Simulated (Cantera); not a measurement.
An isothermal, constant-pressure homogeneous reactor starts with CH4 : H2O = 1 : 1.6 (molar parts), at 1448 K and 113 Torr.

Detailed kinetics in Cantera: GRI-Mech 3.0 (53 species, 325 reactions).

x: mole fraction; the columns are a selection and need not sum to one.

```tsv
t (s)	x CH4	x H2O	x CO2	x C2H	x CH2O	x H	x HO2
1.00e-6	0.385	0.615	<1e-12	<1e-12	<1e-12	1.56e-8	<1e-12
3.15e-6	0.385	0.615	<1e-12	<1e-12	<1e-12	2.33e-8	<1e-12
9.92e-6	0.385	0.615	<1e-12	<1e-12	<1e-12	2.42e-8	<1e-12
3.12e-5	0.385	0.615	<1e-12	<1e-12	<1e-12	2.42e-8	<1e-12
9.84e-5	0.385	0.615	<1e-12	<1e-12	4.87e-12	2.42e-8	<1e-12
0.000310	0.385	0.615	<1e-12	<1e-12	1.40e-10	2.44e-8	<1e-12
0.000976	0.385	0.615	<1e-12	<1e-12	3.92e-9	2.61e-8	<1e-12
0.00307	0.384	0.615	<1e-12	<1e-12	7.15e-8	3.38e-8	<1e-12
0.00968	0.384	0.615	3.43e-11	<1e-12	5.59e-7	5.28e-8	<1e-12
0.0305	0.382	0.615	4.68e-9	1.94e-12	2.47e-6	1.35e-7	<1e-12
0.0960	0.373	0.612	…	5.88e-11	…	…	<1e-12
0.302	0.345	0.600	5.32e-6	4.71e-10	3.51e-6	1.47e-6	<1e-12
0.953	0.284	0.570	7.34e-5	1.38e-9	2.00e-6	3.40e-6	<1e-12
3.00	0.188	0.520	0.000856	2.63e-9	9.06e-7	6.52e-6	<1e-12
```

### Question
Fill in the missing entries.

### Answer

- 0.0960, x CO2: 2.72e-7
- 0.0960, x CH2O: 4.49e-6
- 0.0960, x H: 4.85e-7
